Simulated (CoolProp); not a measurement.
CHF3 (R23) along the isobar 68.1 bar: density (kg/m³) from the reference equation and from simpler models built on Tc = 299.3 K, pc = 48.32 bar, ω = 0.263; each cubic takes its own stable root.

The numbers come from the reference Helmholtz-energy equation of state, Penoncello 2003 in CoolProp.

```csv
T (K),phase,reference
232.5,liquid,1302
251.7,liquid,1214
271,liquid,1110
290.2,liquid,972.7
309.5,supercritical,704.3
328.7,supercritical,331.7
348,supercritical,249.8
367.2,supercritical,211.4
386.5,supercritical,186.9
405.7,supercritical,169.3
425,supercritical,155.7
444.2,supercritical,144.8
463.5,supercritical,135.7
```

Q: How far does each simpler model (van der Waals, Redlich-Kwong, Soave-Redlich-Kwong, Peng-Robinson) lie from the reference over these 13 states: mean and median of the absolute difference, and the worst?

A: 
- van der Waals: mean 18.6 %, median 8.3 %, worst -41.2 % at 232.5 K and 68.1 bar
- Redlich-Kwong: mean 9.0 %, median 2.7 %, worst -21.3 % at 290.2 K and 68.1 bar
- Soave-Redlich-Kwong: mean 9.4 %, median 5.1 %, worst -22.2 % at 309.5 K and 68.1 bar
- Peng-Robinson: mean 3.4 %, median 0.5 %, worst -15.5 % at 309.5 K and 68.1 bar
